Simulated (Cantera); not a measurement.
## Nitride etching: Si3N4 + NF3

A closed system holds: 1 mol Si3N4, 8.7 mol NF3, at 10.0 mbar.

Cantera equilibrium calculation (NASA polynomials, part measured and part estimated; ideal gas, pure solids and liquids). Candidate condensed phases: Si, Si3N4; 16 gas species. Equilibrium is a limit: real reactors are often held back by kinetics, nucleation or transport.

```tsv
T (K)	x F	x N2	x F2	x SiF4	x NF3	x SiF3
900	0.179	0.352	0.300	0.167	0.00224	<1e-12
1000	0.385	0.313	0.154	0.148	0.000138	<1e-12
1100	0.533	0.284	0.0486	0.134	5.70e-6	<1e-12
1200	0.583	0.274	0.0129	0.130	2.38e-7	<1e-12
1300	0.596	0.272	0.00373	0.128	1.39e-8	<1e-12
1400	0.600	0.271	0.00126	0.128	1.18e-9	<1e-12
1500	0.601	0.271	0.000485	0.128	1.38e-10	3.33e-12
1600	0.601	0.271	0.000210	0.128	2.11e-11	7.04e-11
1700	0.601	0.271	0.000100	0.128	4.03e-12	1.04e-9
1800	0.601	0.271	5.18e-5	0.128	<1e-12	1.13e-8
1900	0.601	0.271	2.87e-5	0.128	<1e-12	9.62e-8
2000	0.601	0.271	1.68e-5	0.128	<1e-12	6.58e-7
2100	0.601	0.271	1.04e-5	0.128	<1e-12	3.75e-6
```
x: gas mole fraction; nothing condenses.

From 900 K to 2100 K nothing is condensed. The main Si-bearing gas is SiF4 throughout.
